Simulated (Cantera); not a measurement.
A perfectly stirred reactor is fed with H₂ : O₂ : N₂ = 1.6 : 1 : 6 (molar parts), equivalence ratio 0.80, at 0.500 bar; it is held at 1375 K, and followed from long to short residence time.

Cantera simulation using the H2/O2 subset of GRI-Mech 3.0, which has no nitrogen chemistry; the numbers are that mechanism's predictions, not measurements. The temperature is held fixed by assumption; the heat of reaction is taken as removed at once.

What does this change do: H2 1.6 to 15 parts?


```
quantity                  before     after
----------------------  --------  --------
x(H₂) at τ = 12.0 s      3.70e-5     0.619
x(O₂) at τ = 12.0 s       0.0256   6.17e-6
x(O) at τ = 12.0 s       6.43e-6   1.65e-9
x(H₂O₂) at τ = 12.0 s    6.22e-8  3.14e-10
x(H) at τ = 12.0 s       1.27e-6  0.000338
x(H₂) at τ = 46.0 ms     0.00145     0.615
x(O₂) at τ = 46.0 ms      0.0260  0.000103
x(O) at τ = 46.0 ms     0.000279   4.25e-7
x(H₂O₂) at τ = 46.0 ms   7.80e-7   1.76e-9
x(H) at τ = 46.0 ms     0.000325   0.00528
```

What does this change do: pressure from 0.500 bar to 0.400 bar?


| quantity | before | after |
|---|---|---|
| x(H₂) at τ = 12.0 s | 3.70e-5 | 4.69e-5 |
| x(O₂) at τ = 12.0 s | 0.0256 | 0.0256 |
| x(O) at τ = 12.0 s | 6.43e-6 | 8.81e-6 |
| x(H₂O₂) at τ = 12.0 s | 6.22e-8 | 6.46e-8 |
| x(H) at τ = 12.0 s | 1.27e-6 | 1.97e-6 |
| x(H₂) at τ = 46.0 ms | 0.00145 | 0.00183 |
| x(O₂) at τ = 46.0 ms | 0.0260 | 0.0261 |
| x(O) at τ = 46.0 ms | 0.000279 | 0.000379 |
| x(H₂O₂) at τ = 46.0 ms | 7.80e-7 | 7.49e-7 |
| x(H) at τ = 46.0 ms | 0.000325 | 0.000501 |
